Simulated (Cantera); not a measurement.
Mixture: CH4 : H2 : O2 : N2 = 1 : 1.5 : 2.29 : 8.62 (molar parts), equivalence ratio 1.2, at 590000 Pa, adiabatic and at constant volume. Ignition delay is the time to a rise of 400 K.

Cantera simulation using GRI-Mech 3.0 (53 species, 325 reactions); the numbers are that mechanism's predictions, not measurements.

### Question
Predict: delay at 1125 K; delay at 1225 K; delay at 1325 K; delay at 1425 K; delay at 1525 K; apparent activation energy between 1475 and 1575 K.

### Answer
```
Item                                                     Value
--------------------------------------------------  ----------
delay at 1125 K                                       0.492 ms
delay at 1225 K                                       0.122 ms
delay at 1325 K                                        54.0 µs
delay at 1425 K                                        28.3 µs
delay at 1525 K                                        16.2 µs
apparent activation energy between 1475 and 1575 K  100 kJ/mol
```
